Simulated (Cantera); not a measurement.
What does this Cantera script print?

```python
import numpy as np
import cantera as ct

gas = ct.Solution("gri30.yaml")
gas.TPX = 598, 67000, {'CH3OH': 1, 'O2': 1.07, 'N2': 8.36}
inlet = ct.Reservoir(gas, clone=True)
gas.equilibrate("HP")  # start burning
reactor = ct.IdealGasConstPressureReactor(gas, energy="on", clone=False)
exhaust = ct.Reservoir(gas, clone=True)
tau = [0.066, 0.034, 0.017, 0.0089, 0.0045, 0.0023, 0.0012, 0.00061, 0.00031, 0.00016, 8.2e-05, 4.2e-05][0]
for a, b in ((inlet, reactor), (reactor, exhaust)):
    ct.MassFlowController(a, b, mdot=lambda t: reactor.mass / tau)
net = ct.ReactorNet([reactor])
show = ['CH3OH', 'O2', 'C2H2', 'CO', 'HCO']

rows = []
print(f"{'tau/s':>10s}{'T/K':>9s}" + "".join(f"{s:>11s}" for s in show))
for tau in [0.066, 0.034, 0.017, 0.0089, 0.0045, 0.0023, 0.0012, 0.00061, 0.00031, 0.00016, 8.2e-05, 4.2e-05]:
    net.initial_time = 0.0
    net.advance(30 * tau)
    before = gas.X
    net.advance(40 * tau)
    drift = np.max(np.abs(gas.X - before) / (gas.X + 1e-9))
    rows.append([gas.T, *gas[show].X, drift])
    print(f"{tau:10.3e}{gas.T:9.1f}" + "".join(f"{x:11.3e}" for x in gas[show].X))
```

Result:

```
     tau/s      T/K      CH3OH         O2       C2H2         CO        HCO
 6.600e-02   1675.9  3.190e-06  1.603e-04  3.136e-08  4.006e-02  2.175e-07
 3.400e-02   1669.5  5.001e-06  2.511e-04  6.756e-08  4.004e-02  3.711e-07
 1.700e-02   1661.6  8.267e-06  4.007e-04  1.547e-07  4.009e-02  6.627e-07
 8.900e-03   1653.1  1.371e-05  6.234e-04  3.409e-07  4.031e-02  1.162e-06
 4.500e-03   1642.7  2.444e-05  1.015e-03  7.815e-07  4.090e-02  2.151e-06
 2.300e-03   1629.4  4.568e-05  1.717e-03  1.689e-06  4.218e-02  4.056e-06
 1.200e-03   1609.2  9.090e-05  3.091e-03  3.208e-06  4.477e-02  7.783e-06
 6.100e-04   1560.3  2.410e-04  7.025e-03  5.162e-06  5.140e-02  1.688e-05
 3.100e-04    598.0  9.588e-02  1.026e-01 -3.074e-19 -2.078e-15 -3.902e-30
 1.600e-04    598.0  9.588e-02  1.026e-01  5.607e-21  3.790e-17  7.505e-32
 8.200e-05    598.0  9.588e-02  1.026e-01  3.562e-23  2.408e-19  4.460e-34
 4.200e-05    598.0  9.588e-02  1.026e-01  2.250e-24  1.521e-20  2.848e-35
```

Model: GRI-Mech 3.0 (53 species, 325 reactions), integrated in Cantera. GRI-Mech 3.0 was tuned for natural gas; its chemistry of methanol as a main component is partial and can be far from experiment.
